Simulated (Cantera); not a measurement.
A closed system holds: 1 mol HMDSO, 0.22 mol H₂O, 11 mol N₂, at 16000 Pa.

Method: chemical equilibrium by Gibbs-energy minimisation in Cantera with the NASA 1993 tables (ideal gas, pure condensed phases). Candidate condensed phases: C, C₆H₆, C₇H₈, C₈H₁₈, H₂O, Si, SiC, SiO₂, Si₂N₂O, Si₃N₄; 151 gas species. The feed counts by its element totals alone. N₂ is the only nitrogen source here; it is nearly inert below about 1500 K, so the nitride shown seldom forms there in practice. Mutual solubility and eutectic melting of coexisting phases are not modelled. The numbers say what is thermodynamically allowed, not how fast it happens.

Question: Which condensed phases are stable at each of these points (T (K)): 1148, 1223, 1298, 1373, 1448, 1523, 1598, 1673, 1748, 1823, 1898, 1973, 2048?

Answer: 
```
T (K)                  condensed phases  Si condensed (%)
-----  --------------------------------  ----------------
1148            C(graphite) + Si₂N₂O(s)             100.0
1223            C(graphite) + Si₂N₂O(s)             100.0
1298            C(graphite) + Si₂N₂O(s)             100.0
1373            C(graphite) + Si₂N₂O(s)             100.0
1448            C(graphite) + Si₂N₂O(s)             100.0
1523            C(graphite) + Si₂N₂O(s)             100.0
1598            C(graphite) + Si₂N₂O(s)             100.0
1673   C(graphite) + SiC(s) + Si₂N₂O(s)              99.8
1748               C(graphite) + SiC(s)              99.7
1823               C(graphite) + SiC(s)              99.6
1898               C(graphite) + SiC(s)              99.6
1973               C(graphite) + SiC(s)              99.5
2048               C(graphite) + SiC(s)              99.3
```

From 1148 K to 1598 K the condensed part is C(graphite) + Si₂N₂O(s). At 1673 K the condensed part is C(graphite) + SiC(s) + Si₂N₂O(s). From 1748 K to 2048 K the condensed part is C(graphite) + SiC(s).
